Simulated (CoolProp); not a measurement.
Saturation properties of n-butane.

Model: reference Helmholtz-energy equation of state, Bücker 2006, in CoolProp.

```
T (°C)  p (kPa)  liquid cp (kJ/(kg K))  vapour Z  liquid conductivity (mW/(m K))
------  -------  ---------------------  --------  ------------------------------
66.35     743.2                  2.724    0.8361                            89.1
70.05     810.0                  2.756    0.8260                            87.8
73.85     883.1                  2.791    0.8151                            86.5
77.55     958.9                  2.827    0.8042                            85.3
81.25      1039                  2.864    0.7927                            84.1
85.05      1127                  2.905    0.7804                            82.9
88.75      1218                  2.948    0.7679                            81.7
92.45      1313                  2.995    0.7549                            80.5
96.15      1415                  3.045    0.7413                            79.4
```

It boils at -0.5 °C under 1 atm.

Thermal conductivity comes from a separate model (Perkins 2002).
